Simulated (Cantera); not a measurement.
**c-C4F8 + Si (fluorocarbon and chlorocarbon gases)**

Feed: 1 mol c-C4F8, a varied amount of Si, held at 2775 K and 100 Torr.

Method: chemical equilibrium by Gibbs-energy minimisation in Cantera with the NASA 1993 tables (ideal gas, pure condensed phases). Candidate condensed phases: C, Si, SiC; 23 gas species. The feed counts by its element totals alone. The tables' values for SiF3, C2F4 are old estimates; treat these amounts as uncertain. Gases not in the tables: C2F6 and larger saturated fluorocarbons. Rates play no part.

From 0.05 mol Si to 0.35 mol Si the condensed part is C(graphite). The main Si-bearing gas is SiF4 throughout.

```
n(Si) (mol)  log p CF2  log p F  log p SiF4  log p CF  log p CF4  log p CF3  log p SiF3  log p C3  n C(graphite)
-----------  ---------  -------  ----------  --------  ---------  ---------  ----------  --------  -------------
0.05             -1.19    -1.24       -2.87     -2.40      -2.44      -2.74       -4.72     -4.64           1.24
0.062            -1.19    -1.24       -2.78     -2.40      -2.44      -2.74       -4.62     -4.64           1.26
0.077            -1.19    -1.24       -2.68     -2.40      -2.45      -2.74       -4.53     -4.64           1.28
0.096            -1.19    -1.25       -2.58     -2.40      -2.45      -2.75       -4.43     -4.64           1.31
0.12             -1.19    -1.25       -2.49     -2.40      -2.46      -2.75       -4.33     -4.64           1.35
0.15             -1.20    -1.25       -2.38     -2.41      -2.46      -2.76       -4.22     -4.64           1.39
0.18             -1.20    -1.25       -2.30     -2.41      -2.47      -2.76       -4.14     -4.64           1.44
0.23             -1.21    -1.25       -2.19     -2.41      -2.48      -2.77       -4.02     -4.64           1.51
0.29             -1.22    -1.26       -2.08     -2.42      -2.50      -2.78       -3.91     -4.64           1.60
0.35             -1.22    -1.26       -1.99     -2.42      -2.52      -2.80       -3.82     -4.64           1.69
```
log p: log10 of the partial pressure in bar; n: condensed amount in mol.
